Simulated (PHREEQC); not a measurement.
**Metal-bearing waste water: speciation**

Consider water at 25 °C with 0.12 mol/kgw FeCl3, 0.029 mol/kgw H3AsO4, 0.1 mol/kgw H2SO4 and 0.00078 mol/kgw Na2SO4. Closed to the air; pH follows from the charge balance.

Computed with PHREEQC (ion-association model, wateq4f.dat).

This is a speciation only: nothing precipitates in the calculation.

Q: Predict the pH.

A: pH 0.95.

Q: In which forms is S present?

A: FeSO4+ 35 %, HSO4- 29 %, FeHSO4+2 25 %, SO4-2 8.3 %, Fe(SO4)2- 2.5 % of the S.

The solution is supersaturated, for example in Hematite (slow to form), Goethite (slow to form), so a real one may precipitate; this is no full list. The database's scorodite may be far more soluble than the real mineral, and it has no iron arsenate complexes; the constant wasn't checked at its source.
